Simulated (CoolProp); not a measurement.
100 sccm (0 °C, 1 atm) of nitrogen bubbles through liquid p-xylene at 311.8 K and leaves saturated at a total pressure of 0.0405 MPa (ideal gas phase). Each further row changes one setting.

Model: reference Helmholtz-energy equation of state, Zhou 2012, in CoolProp.

```tsv
case	vapour pressure (kPa)	mole fraction of vapour	delivery (mg/min)	delivery (sccm)	change of delivery for a bath 1 K warmer (%)
as stated	2.48	…	30.9	6.52	5.6
bath temperature 316.8 K	…	…	40.5	8.56	5.5
total pressure 0.081 MPa	2.48	…	…	3.15	5.5
```

Task: Fill in the missing entries.

Result: 
- as stated, mole fraction of vapour: 0.0612
- bath temperature 316.8 K, vapour pressure (kPa): 3.19
- bath temperature 316.8 K, mole fraction of vapour: 0.0788
- total pressure 0.081 MPa, mole fraction of vapour: 0.0306
- total pressure 0.081 MPa, delivery (mg/min): 14.9
